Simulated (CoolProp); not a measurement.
Oxygen along the isobar 4100 kPa: fugacity coefficient from the reference equation and from simpler models built on Tc = -118.6 °C, pc = 5046 kPa, ω = 0.022; each cubic takes its own stable root.

Model: reference Helmholtz-energy equation of state, Schmidt 1985, in CoolProp. Above 300 K oxygen's equation is extrapolated.

| T (°C) | phase | reference | van der Waals | Peng-Robinson |
|---|---|---|---|---|
| -201.55 | liquid | 0.002414 | 0.02510 | 0.002468 |
| -172.85 | liquid | 0.06837 | 0.1754 | 0.06782 |
| -144.25 | liquid | 0.3560 | 0.4869 | 0.3510 |
| -115.55 | gas | 0.7505 | 0.7703 | 0.7264 |
| -86.95 | gas | 0.8522 | 0.8511 | 0.8297 |
| -58.25 | gas | 0.9074 | 0.8984 | 0.8888 |
| -29.65 | gas | 0.9406 | 0.9285 | 0.9256 |
| -1.05 | gas | 0.9619 | 0.9488 | 0.9497 |
| 27.65 | gas | 0.9762 | 0.9631 | 0.9662 |
| 56.25 | gas | 0.9861 | 0.9734 | 0.9777 |
| 84.95 | gas | 0.9931 | 0.9810 | 0.9860 |
| 113.55 | gas | 0.9980 | 0.9867 | 0.9919 |
